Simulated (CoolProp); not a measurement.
A simple Rankine cycle with R1132(E): condensing at 291.15 K, boiler at 3.28 MPa, turbine inlet 367 K, turbine efficiency 0.65, pump efficiency 0.8, no recuperator. Each further row changes one setting.

Values from CoolProp's reference Helmholtz-energy equation of state, Akasaka 2024.

```csv
case,thermal efficiency (%),net work (kJ/kg),heat in (kJ/kg),turbine exit temperature (K),volume ratio over the turbine
as stated,6.3,18.2,289,328.8,2.37
turbine inlet 387 K,6.5,20.4,316,350.4,2.34
condensing temperature 283.15 K,7.6,23.0,303,320.5,2.95
boiler pressure 2.3 MPa,4.0,12.2,303,346.2,1.65
turbine efficiency 0.55,5.2,15.0,289,331.6,2.41
```
